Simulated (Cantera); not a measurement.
## AlN + O2 + H2 (nitride etching)

A closed system holds: 1 mol AlN, 0.46 mol O2, 0.59 mol H2, held at 12.8 Torr.

Method: chemical equilibrium by Gibbs-energy minimisation in Cantera with the NASA 1993 tables (ideal gas, pure condensed phases). Candidate condensed phases: Al, AlN, Al2O3, H2O; 35 gas species. Mutual solubility and eutectic melting of coexisting phases are not modelled. The tables' values for AlOH are old estimates; treat these amounts as uncertain. Condensed phases not in the tables: aluminium oxynitride. Rates play no part.

From 1123 K to 2023 K the condensed part is AlN(s) + Al2O3(s).

| T (K) | x H2 | x N2 | x Al2O | x Al | x H | n AlN(s) | n Al2O3(s) |
|---|---|---|---|---|---|---|---|
| 1123 | 0.658 | 0.342 | <1e-12 | <1e-12 | 2.65e-7 | 0.387 | 0.307 |
| 1223 | 0.658 | 0.342 | <1e-12 | <1e-12 | 1.87e-6 | 0.387 | 0.307 |
| 1323 | 0.658 | 0.342 | <1e-12 | 5.08e-11 | 9.87e-6 | 0.387 | 0.307 |
| 1423 | 0.658 | 0.342 | 3.88e-11 | 3.00e-9 | 4.13e-5 | 0.387 | 0.307 |
| 1523 | 0.658 | 0.342 | 3.56e-9 | 1.03e-7 | 0.000144 | 0.387 | 0.307 |
| 1623 | 0.658 | 0.342 | 1.84e-7 | 2.28e-6 | 0.000430 | 0.387 | 0.307 |
| 1723 | 0.657 | 0.342 | 5.98e-6 | 3.50e-5 | 0.00113 | 0.387 | 0.307 |
| 1823 | 0.655 | 0.342 | 0.000131 | 0.000396 | 0.00269 | 0.386 | 0.307 |
| 1923 | 0.647 | 0.341 | 0.00206 | 0.00347 | 0.00581 | 0.381 | 0.306 |
| 2023 | 0.597 | 0.342 | 0.0245 | 0.0244 | 0.0113 | 0.330 | 0.299 |
x: gas mole fraction; n: condensed amount in mol.
